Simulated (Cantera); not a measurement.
Gas mixture: 22.4 % NH₃, 7.01 % C₂H₄, 32.7 % CH₄, 37.9 % N₂, at 1.01 bar, frozen composition.

Cantera's kinetic-theory transport with the Lennard-Jones parameters of GRI-Mech 3.0, ideal gas; thermal conductivity in the multicomponent form. Polar gases are described roughly by these parameters. The composition is frozen, though it would react at the higher temperatures.

One state of this run: ρ (kg/m³) = 0.146; cp (J/kg/K) = 3196; μ (µPa s) = 51.9; λ (mW/m/K) = 233; Pr = 0.711; D (cm²/s) O = 6.93; D (cm²/s) C₂H₂ = 3.83; D (cm²/s) CH₃ = 4.94. D: mixture-averaged diffusion coefficient of that species in the mixture.

**Question.** Which value of T (K) does it belong to?
A) 1800
B) 2000
C) 1200
D) 1000

**Answer.** A, 1800
